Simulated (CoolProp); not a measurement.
Computed with CoolProp (reference Helmholtz-energy equation of state, Akasaka 2022).

Task: Give the vapour pressure (MPa), liquid density (kg/m³), vapour density (kg/m³) of saturated R1233zd(E) at 27.35, 41.35 °C.

Result: 
```csv
T (°C),p (MPa),liquid density (kg/m³),vapour density (kg/m³)
27.35,0.142,1260,7.81
41.35,0.226,1220,12.1
```
